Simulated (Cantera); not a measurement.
Input (Python, Cantera) and output of one run.

```python
import numpy as np
import cantera as ct

gas_names = """
    Cr CrO CrO2 CrO3 H HO2 H2 H2O H2O2 O OH O2 O3
""".split()
cond_names = """
    Cr(cr) Cr(L) Cr2O3(s) Cr2O3(L) H2O(s) H2O(L)
""".split()


# ... load() reads the species with a 1 bar reference pressure and builds the phases ...
atoms = {
    'Cr2O3': {'Cr': 2, 'O': 3},
    'H2': {'H': 2},
}
top_T = {}  # K; cautious upper limits of use, not melting points


# ... equilibrate(T, P, feed) seeds the gas with the atoms and calls Mixture.equilibrate('TP', solver="vcs", rtol=1e-11, max_steps=5000) ...
results = []
T = 1025  # K
P = 580000  # Pa
for m in [1.5, 2.4, 3.7, 5.8, 9.1, 14, 22, 35]:
    feed = {'Cr2O3': 1, 'H2': m}  # mol
    mix = equilibrate(T, P, feed)
    results.append((T, P, feed, dict(zip(mix.species_names, mix.species_moles))))

top = {s: max(r[3][s] / sum(r[3][g] for g in gas_names) for r in results) for s in gas_names}
cols = sorted((s for s in top if top[s] > 1e-05), key=lambda s: -top[s])[:6]
seen = [c for c in cond_names if any(r[3].get(c, 0) > 1e-12 for r in results)]
print("log10 of partial pressures in bar; condensed amounts in mol")
print(f"{'n(H2)':>10s}" + "".join(f"{s[:9]:>10s}" for s in cols + seen))
for T, P, feed, n in results:
    ng = sum(n[g] for g in gas_names)
    print(f"{feed['H2']:10.4g}" + "".join(f"{np.log10(max(n[s] / ng * P / 1e5, 1e-99)):10.3f}" for s in cols)
          + "".join(f"{n.get(c, 0):10.4g}" for c in seen))
```

Output:

```
log10 of partial pressures in bar; condensed amounts in mol
     n(H2)        H2       H2O    Cr(cr)  Cr2O3(s)
       1.5     0.763    -4.159 1.195e-05         1
       2.4     0.763    -4.159 1.912e-05         1
       3.7     0.763    -4.159 2.948e-05         1
       5.8     0.763    -4.159 4.621e-05         1
       9.1     0.763    -4.159  7.25e-05         1
        14     0.763    -4.159 0.0001115    0.9999
        22     0.763    -4.159 0.0001753    0.9999
        35     0.763    -4.159 0.0002788    0.9999
```

Equilibrium computed with Cantera from the NASA thermochemical tables; the gas is ideal and each condensed phase is pure. Mutual solubility and eutectic melting of coexisting phases are not modelled.
